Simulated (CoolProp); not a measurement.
Vapour-liquid equilibrium of R22 (1) + R123 (2) at 317.4 K; x and y are mole fractions of (1).

Computed with CoolProp (multi-fluid Helmholtz-energy mixture model, Kamei 1995 and Younglove 1994; pair parameters Bell 2016).

Q: Give the bubble pressure and the first vapour's composition at x = 0.45, 0.55, 0.65. Is there an azeotrope?

A: x = 0.45: 0.8087 MPa, y = 0.852; x = 0.55: 0.9593 MPa, y = 0.892; x = 0.65: 1.112 MPa, y = 0.922. No azeotrope shows between x = 0.05 and 0.95.

The pair parameters rest on a limited set of measurements; away from them the model extrapolates.
